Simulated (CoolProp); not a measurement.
Vapour-liquid equilibrium of chloromethane (R40) (1) + isobutene (2) at 321.1 K; x and y are mole fractions of (1).

Model: multi-fluid Helmholtz-energy mixture model, Thol 2014 and Lemmon 2005; pair parameters Bell 2016, in CoolProp.

Question: Give the bubble pressure and the first vapour's composition at x = 0.2, 0.35, 0.875. Is there an azeotrope?

Answer: x = 0.2: 7.050 bar, y = 0.315; x = 0.35: 7.851 bar, y = 0.482; x = 0.875: 10.19 bar, y = 0.912. No azeotrope shows between x = 0.05 and 0.95.

Pair parameters are fitted to limited data, so mixtures are less certain than the pure fluids.
